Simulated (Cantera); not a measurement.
**Thermodynamics of boron, boron nitride and boron oxide, feed BCl₃ + H₂O + H₂**

Feed: 1 mol BCl₃, 0.063 mol H₂O, a varied amount of H₂, held at 875 K and 0.00750 bar.

These are equilibrium values from Cantera (NASA tables, ideal gas, pure condensed phases), not measurements of a reactor. Candidate condensed phases: B, B₂O₃, B₃O₃H₃, H₂O; 33 gas species. Gases not in the tables: BHCl₂. The numbers say what is thermodynamically allowed, not how fast it happens.

From 0.31 mol H₂ to 0.59 mol H₂ nothing is condensed. From 0.73 mol H₂ to 1.4 mol H₂ the condensed part is B(s). The main B-bearing gas is BCl₃ throughout.

```
n(H₂) (mol)  x BCl₃   x H₂   x HCl  x B₃O₃Cl₃  x B₃O₃H₃   n B(s)
-----------  ------  -----  ------  ---------  --------  -------
0.31          0.672  0.222  0.0904     0.0151   2.18e-6        0
0.38          0.640  0.260  0.0861     0.0143   3.82e-6        0
0.48          0.599  0.307  0.0806     0.0134   7.20e-6        0
0.59          0.560  0.352  0.0753     0.0125   1.25e-5        0
0.73          0.513  0.398  0.0767     0.0115   1.57e-5  0.00440
0.91          0.464  0.447  0.0786     0.0105   1.88e-5   0.0103
1.1           0.420  0.491  0.0796    0.00956   2.18e-5   0.0161
1.4           0.365  0.546  0.0802    0.00839   2.58e-5   0.0246
```
x: gas mole fraction; n: condensed amount in mol.
